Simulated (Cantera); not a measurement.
**Silicon carbide growth: SiCl4 + C2H2 + H2 + C2H4**

Charge: 1 mol SiCl4, 0.04 mol C2H2, 10 mol H2, 0.0096 mol C2H4, at 13.3 mbar.

Cantera equilibrium calculation (NASA polynomials, part measured and part estimated; ideal gas, pure solids and liquids). Candidate condensed phases: C, C6H6, C7H8, C8H18, Si, SiC; 109 gas species. The tables' values for SiCl3, SiCl are old estimates; treat these amounts as uncertain. Equilibrium is a limit: real reactors are often held back by kinetics, nucleation or transport.

From 700 °C to 1400 °C the condensed part is SiC(s). The main Si-bearing gas is SiCl4 at 700 °C and SiCl2 at 1400 °C.

```json
[
 {"T (°C)": "700", "log p H2": "-1.93", "log p HCl": "-3.22", "log p SiCl2": "-5.38", "log p SiCl4": "-3.02", "log p SiCl3": "-4.93", "log p SiHCl3": "-3.98", "log p H": "-9.93", "log p SiH2Cl2": "-5.93", "n SiC(s)": "0.0991"},
 {"T (°C)": "800", "log p H2": "-1.94", "log p HCl": "-3.10", "log p SiCl2": "-4.22", "log p SiCl4": "-3.09", "log p SiCl3": "-4.26", "log p SiHCl3": "-3.85", "log p H": "-8.82", "log p SiH2Cl2": "-5.53", "n SiC(s)": "0.0992"},
 {"T (°C)": "900", "log p H2": "-1.96", "log p HCl": "-2.90", "log p SiCl2": "-3.56", "log p SiCl4": "-3.27", "log p SiCl3": "-3.91", "log p SiHCl3": "-3.95", "log p H": "-7.91", "log p SiH2Cl2": "-5.53", "n SiC(s)": "0.0992"},
 {"T (°C)": "1000", "log p H2": "-1.98", "log p HCl": "-2.74", "log p SiCl2": "-3.24", "log p SiCl4": "-3.62", "log p SiCl3": "-3.84", "log p SiHCl3": "-4.26", "log p H": "-7.14", "log p SiH2Cl2": "-5.76", "n SiC(s)": "0.0992"},
 {"T (°C)": "1100", "log p H2": "-1.99", "log p HCl": "-2.66", "log p SiCl2": "-3.09", "log p SiCl4": "-4.18", "log p SiCl3": "-3.97", "log p SiHCl3": "-4.71", "log p H": "-6.47", "log p SiH2Cl2": "-6.08", "n SiC(s)": "0.0992"},
 {"T (°C)": "1200", "log p H2": "-2.00", "log p HCl": "-2.63", "log p SiCl2": "-3.04", "log p SiCl4": "-4.82", "log p SiCl3": "-4.20", "log p SiHCl3": "-5.22", "log p H": "-5.90", "log p SiH2Cl2": "-6.42", "n SiC(s)": "0.0992"},
 {"T (°C)": "1300", "log p H2": "-2.00", "log p HCl": "-2.62", "log p SiCl2": "-3.02", "log p SiCl4": "-5.44", "log p SiCl3": "-4.44", "log p SiHCl3": "-5.70", "log p H": "-5.39", "log p SiH2Cl2": "-6.74", "n SiC(s)": "0.0992"},
 {"T (°C)": "1400", "log p H2": "-2.00", "log p HCl": "-2.62", "log p SiCl2": "-3.01", "log p SiCl4": "-6.00", "log p SiCl3": "-4.66", "log p SiHCl3": "-6.13", "log p H": "-4.95", "log p SiH2Cl2": "-7.02", "n SiC(s)": "0.0992"}
]
```
log p: log10 of the partial pressure in bar; n: condensed amount in mol.
